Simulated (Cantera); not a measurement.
A Cantera script and what it prints.

```python
import numpy as np
import cantera as ct

gas_names = """
    H HO2 H2 H2O H2O2 O OH O2 O3 V VO VO2
""".split()
cond_names = """
    H2O(s) H2O(L) V(cr) V(L) VO(s) VO(L) V2O3(s) V2O3(L) V2O4(I) V2O4(II) V2O4(L) V2O5(s) V2O5(L)
""".split()


# ... load() reads the species with a 1 bar reference pressure and builds the phases ...
atoms = {
    'V2O3': {'V': 2, 'O': 3},
    'H2': {'H': 2},
}
top_T = {}  # K; cautious upper limits of use, not melting points


# ... equilibrate(T, P, feed) seeds the gas with the atoms and calls Mixture.equilibrate('TP', solver="vcs", rtol=1e-11, max_steps=5000) ...
results = []
feed = {'V2O3': 1, 'H2': 390}  # mol
T = 848.15  # K
P = 133.322  # Pa
mix = equilibrate(T, P, feed)
results.append((T, P, feed, dict(zip(mix.species_names, mix.species_moles))))
print(gas.report(threshold=0.0001))
for i in range(1, mix.n_phases):
    print(f"{mix.phase(i).name:16s} {mix.phase_moles(i):12.5e} mol")
```

It prints:

```
       temperature   848.15 K
          pressure   133.32 Pa
           density   3.8116e-05 kg/m^3
  mean mol. weight   2.0161 kg/kmol
   phase of matter   gas

                          1 kg             1 kmol
                     ---------------   ---------------
          enthalpy        7.9989e+06        1.6126e+07  J
   internal energy        4.5011e+06        9.0745e+06  J
           entropy         1.073e+05        2.1634e+05  J/K
    Gibbs function       -8.3012e+07       -1.6736e+08  J
 heat capacity c_p             14775             29788  J/K
 heat capacity c_v             10651             21474  J/K

                      mass frac. Y      mole frac. X     chem. pot. / RT
                     ---------------   ---------------   ---------------
                H2           0.99995           0.99999           -23.732
     [  +11 minor]        4.9738e-05        5.5667e-06

V(cr)             0.00000e+00 mol
VO(s)             4.34163e-03 mol
V2O3(s)           9.97829e-01 mol
V2O4(II)          0.00000e+00 mol
V2O5(s)           0.00000e+00 mol
```

These are equilibrium values from Cantera (NASA tables, ideal gas, pure condensed phases), not measurements of a reactor. VO: taken at fixed stoichiometry. Condensed phases not in the tables: the oxides between V2O3 and V2O5 other than VO2.
